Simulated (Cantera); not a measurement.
A Cantera script and its output.

```python
import numpy as np
import cantera as ct

surf = ct.Interface("ptcombust.yaml", "Pt_surf")
gas = surf.adjacent["gas"]
gas.TPX = 650, 500000, {'H2': 0.0023, 'O2': 0.02, 'N2': 0.79}
surf.TP = 650, 500000
reactor = ct.FlowReactor(gas, clone=False)
reactor.area = 0.0001  # m2
reactor.surface_area_to_volume_ratio = 240  # 1/m
reactor.mass_flow_rate = 0.95 * reactor.area * gas.density  # inlet velocity 0.95 m/s
reactor.energy_enabled = False
wall = ct.ReactorSurface(surf, reactor, clone=False)
net = ct.ReactorNet([reactor])
net.rtol, net.atol = 1e-8, 1e-16
show, cover = ['H2', 'O2', 'H2O'], ['PT(S)', 'H(S)', 'O(S)', 'OH(S)', 'CO(S)', 'C(S)']

rows = []
print(f"{'z/m':>9s}{'u/(m/s)':>9s}" + "".join(f"{s:>13s}" for s in show + cover))
for z in [9.4e-05, 0.00016, 0.00026, 0.00044, 0.00073, 0.0012, 0.002, 0.0034, 0.0056, 0.0094]:
    net.advance(z)
    rows.append([reactor.speed, *gas[show].X, *surf[cover].coverages])
    print(f"{z:9.4g}{rows[-1][0]:9.3g}" + "".join(f"{x:13.4e}" for x in rows[-1][1:]))
```

Output:

```
      z/m  u/(m/s)           H2           O2          H2O        PT(S)         H(S)         O(S)        OH(S)        CO(S)         C(S)
  9.4e-05     0.95   2.4733e-03   2.4447e-02   3.5872e-04   1.7401e-01   1.0589e-07   8.1704e-01   8.9433e-03   3.5259e-27   7.5778e-30
  0.00016     0.95   2.2704e-03   2.4347e-02   5.6185e-04   1.6039e-01   8.9178e-08   8.3062e-01   8.9801e-03  -2.1809e-25  -1.0675e-28
  0.00026     0.95   2.0184e-03   2.4224e-02   8.1424e-04   1.4331e-01   7.0561e-08   8.4772e-01   8.9505e-03  -7.0648e-24  -2.9924e-27
  0.00044    0.949   1.6805e-03   2.4059e-02   1.1526e-03   1.2014e-01   4.9204e-08   8.7108e-01   8.7618e-03   7.5298e-26  -1.2560e-29
  0.00073    0.949   1.3213e-03   2.3884e-02   1.5123e-03   9.5168e-02   3.0862e-08   8.9648e-01   8.3350e-03  -9.4223e-25  -1.9668e-28
   0.0012    0.949   9.7945e-04   2.3717e-02   1.8546e-03   7.1061e-02   1.7420e-08   9.2128e-01   7.6455e-03   2.3358e-25   4.5113e-30
    0.002    0.949   6.7842e-04   2.3570e-02   2.1561e-03   4.9570e-02   8.7416e-09   9.4371e-01   6.7132e-03   6.7978e-25   2.8503e-28
   0.0034    0.949   4.3999e-04   2.3453e-02   2.3949e-03   3.2393e-02   3.9389e-09   9.6196e-01   5.6380e-03   9.3421e-27  -6.4772e-32
   0.0056    0.949   2.8255e-04   2.3377e-02   2.5525e-03   2.1020e-02   1.7774e-09   9.7432e-01   4.6548e-03  -6.0788e-27  -2.2241e-31
   0.0094    0.949   1.7353e-04   2.3323e-02   2.6617e-03   1.3212e-02   7.6441e-10   9.8303e-01   3.7527e-03  -1.7894e-26   1.9748e-30
```

Cantera simulation using Deutschmann's 1995 Pt surface mechanism with GRI-Mech 3.0 gas chemistry; the numbers are that mechanism's predictions, not measurements. Catalytic surfaces can have several steady states; this one follows from the mechanism file's or the stated starting coverage. Mass transfer to the wall is taken as infinitely fast.
